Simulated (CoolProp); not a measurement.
Values from CoolProp's reference Helmholtz-energy equation of state, Span 1996.

Q: For carbon dioxide, give the phase and the speed of sound (m/s), expansivity (1/kK), viscosity (µPa s), conductivity (mW/(m K)) at 457.5 K and 2.84 MPa; 457.5 K and 31.2 MPa; 457.5 K and 36.9 MPa.

A: 
- 457.5 K and 2.84 MPa: gas; speed of sound 323, expansivity 2.47, viscosity 22.6, conductivity 30.6
- 457.5 K and 31.2 MPa: supercritical; speed of sound 381, expansivity 4.35, viscosity 37.0, conductivity 53.7
- 457.5 K and 36.9 MPa: supercritical; speed of sound 414, expansivity 4.07, viscosity 41.7, conductivity 59.3

Viscosity comes from a separate model (Laesecke 2017). Thermal conductivity comes from a separate model (Huber 2016).
